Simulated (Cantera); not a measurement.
Input (Python, Cantera) and output of one run.

```python
import numpy as np
import cantera as ct

gas_names = """
    AL ALCL ALCL2 ALCL3 ALN AL2 AL2CL6 CL CL2 N N2
""".split()
cond_names = """
    AL(cr) AL(L) ALCL3(s) ALCL3(L) ALN(s)
""".split()


# ... load() reads the species with a 1 bar reference pressure and builds the phases ...
atoms = {
    'AlN': {'AL': 1, 'N': 1},
    'Cl2': {'CL': 2},
}
top_T = {'ALN(s)': 2750}  # K; cautious upper limits of use, not melting points


# ... equilibrate(T, P, feed) seeds the gas with the atoms and calls Mixture.equilibrate('TP', solver="vcs", rtol=1e-11, max_steps=5000) ...
results = []
feed = {'AlN': 1, 'Cl2': 2.3}  # mol
P = 10000  # Pa
for T in [1550, 1625, 1700, 1775, 1850, 1925, 2000, 2075]:
    mix = equilibrate(T, P, feed)
    results.append((T, P, feed, dict(zip(mix.species_names, mix.species_moles))))
    x = sorted(zip(gas.X, gas.species_names), reverse=True)
    print(f"T = {T:g} K  P = {P:g} Pa  gas = {mix.phase_moles(0):.4g} mol")
    print("   x: " + "  ".join(f"{s} {v:.3e}" for v, s in x if v > 1e-06))
    print("   condensed (mol): " + ("  ".join(f"{mix.phase(i).name} {mix.phase_moles(i):.4g}"
          for i in range(1, mix.n_phases) if mix.phase_moles(i) > 1e-12) or "none"))
```

Result:

```
T = 1550 K  P = 10000 Pa  gas = 2.46 mol
   x: ALCL3 4.064e-01  CL2 2.599e-01  N2 2.032e-01  CL 1.305e-01  AL2CL6 1.429e-05  ALCL2 2.849e-06
   condensed (mol): none
T = 1625 K  P = 10000 Pa  gas = 2.54 mol
   x: ALCL3 3.937e-01  CL2 2.206e-01  N2 1.969e-01  CL 1.888e-01  AL2CL6 9.199e-06  ALCL2 8.690e-06
   condensed (mol): none
T = 1700 K  P = 10000 Pa  gas = 2.636 mol
   x: ALCL3 3.793e-01  CL 2.549e-01  N2 1.897e-01  CL2 1.761e-01  ALCL2 2.471e-05  AL2CL6 6.079e-06
   condensed (mol): none
T = 1775 K  P = 10000 Pa  gas = 2.74 mol
   x: ALCL3 3.648e-01  CL 3.213e-01  N2 1.825e-01  CL2 1.313e-01  ALCL2 6.676e-05  AL2CL6 4.135e-06
   condensed (mol): none
T = 1850 K  P = 10000 Pa  gas = 2.84 mol
   x: CL 3.802e-01  ALCL3 3.519e-01  N2 1.760e-01  CL2 9.163e-02  ALCL2 1.738e-04  AL2CL6 2.911e-06
   condensed (mol): none
T = 1925 K  P = 10000 Pa  gas = 2.924 mol
   x: CL 4.264e-01  ALCL3 3.415e-01  N2 1.710e-01  CL2 6.059e-02  ALCL2 4.387e-04  AL2CL6 2.126e-06  ALCL 1.285e-06
   condensed (mol): none
T = 2000 K  P = 10000 Pa  gas = 2.988 mol
   x: CL 4.592e-01  ALCL3 3.336e-01  N2 1.674e-01  CL2 3.873e-02  ALCL2 1.070e-03  ALCL 6.677e-06  AL2CL6 1.609e-06
   condensed (mol): none
T = 2075 K  P = 10000 Pa  gas = 3.034 mol
   x: CL 4.811e-01  ALCL3 3.271e-01  N2 1.648e-01  CL2 2.445e-02  ALCL2 2.506e-03  ALCL 3.224e-05  AL2CL6 1.250e-06
   condensed (mol): none
```

Equilibrium computed with Cantera from the NASA thermochemical tables; the gas is ideal and each condensed phase is pure. The tables' values for AlCl2 are old estimates; treat these amounts as uncertain.
